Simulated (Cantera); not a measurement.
Silicon nitride deposition: Si2Cl6 + N2 + H2

A closed system holds: 1 mol Si2Cl6, 8.3 mol N2, a varied amount of H2, equilibrated at 1273 K and 1400 Pa.

Cantera equilibrium calculation (NASA polynomials, part measured and part estimated; ideal gas, pure solids and liquids). Candidate condensed phases: NH4Cl, Si, Si3N4; 28 gas species. The feed counts by its element totals alone. N2 is the only nitrogen source here; it is nearly inert below about 1500 K, so the nitride shown seldom forms there in practice. The tables' values for SiCl3 are old estimates; treat these amounts as uncertain. Equilibrium is a limit: real reactors are often held back by kinetics, nucleation or transport.

```
n(H2) (mol)   x N2      x H2   x HCl   x SiCl4   x SiCl3   x SiCl2  x SiHCl3  n Si3N4(s)
-----------  -----  --------  ------  --------  --------  --------  --------  ----------
0.12         0.822  0.000295  0.0242     0.140   0.00911   0.00388   6.83e-5       0.172
0.26         0.804   0.00132  0.0501     0.131   0.00872   0.00379  0.000138       0.194
0.55         0.770   0.00538  0.0972     0.115   0.00796   0.00360  0.000255       0.236
1.1          0.714    0.0184   0.167    0.0905   0.00672   0.00327  0.000398       0.304
2.4          0.611    0.0643   0.265    0.0518   0.00454   0.00261  0.000503       0.425
5.1          0.478     0.179   0.321    0.0170   0.00205   0.00162  0.000380       0.561
11           0.335     0.388   0.273   0.00241  0.000503  0.000687  0.000137       0.641
22           0.218     0.595   0.186  0.000289  0.000110  0.000274   3.71e-5       0.659
```
x: gas mole fraction; n: condensed amount in mol.

From 0.12 mol H2 to 22 mol H2 the condensed part is Si3N4(s). The main Si-bearing gas is SiCl4 throughout. The share of Si in condensed phases is highest at 22 mol H2 (98.9 %) and lowest at 0.12 mol H2 (25.9 %).
